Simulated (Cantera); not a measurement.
Charge: 1 mol CO2, 0.58 mol O2, equilibrated at 2500 K.

Equilibrium computed with Cantera from the NASA thermochemical tables; the gas is ideal and each condensed phase is pure. Candidate condensed phases: C; 12 gas species. The ideal-gas law is rough above about 30 bar. Kinetics and transport are ignored.

x: gas mole fraction; nothing condenses.

```tsv
P (Pa)	x CO2	x O	x O2	x CO	x O3
10	0.0319	0.510	0.124	0.334	1.57e-10
84	…	…	…	0.316	…
710	0.307	0.104	0.366	0.222	6.71e-9
6000	…	…	0.379	…	…
50000	0.565	0.0125	0.374	0.0482	5.80e-8
420000	0.608	0.00430	0.370	0.0180	1.66e-7
3600000	0.624	0.00147	0.368	0.00632	4.81e-7
30000000	0.630	0.000507	0.367	0.00221	1.39e-6
```

Problem. Fill in the missing entries.

Solution. 
- 6000, x CO2: 0.470
- 6000, x O: 0.0364
- 6000, x CO: 0.115
- 6000, x O3: 2.05e-8
- 84, x CO2: 0.133
- 84, x O: 0.267
- 84, x O2: 0.285
- 84, x O3: 1.58e-9
